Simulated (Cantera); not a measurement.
A freely propagating, adiabatic, planar premixed flame of CH₄ : C₂H₆ : O₂ : N₂ = 1 : 0.091 : 1.66 : 6.23 (molar parts), equivalence ratio 1.4, unburnt at 625 K and 110000 Pa; mixture-averaged transport, grid criteria slope 0.08 and curve 0.16, no radiation.

Computed with Cantera and GRI-Mech 3.0 (53 species, 325 reactions). Burning velocities carry a grid error of a few per cent, more on coarse grids.

Q: Predict: laminar burning velocity; thermal thickness; peak x(CH₂O); peak x(CH₃); peak x(C₂H₂).

A: 
```
Quantity                     Result
------------------------  ---------
laminar burning velocity  86.2 cm/s
thermal thickness          0.406 mm
peak x(CH₂O)                0.00138
peak x(CH₃)                 0.00440
peak x(C₂H₂)                0.00200
```
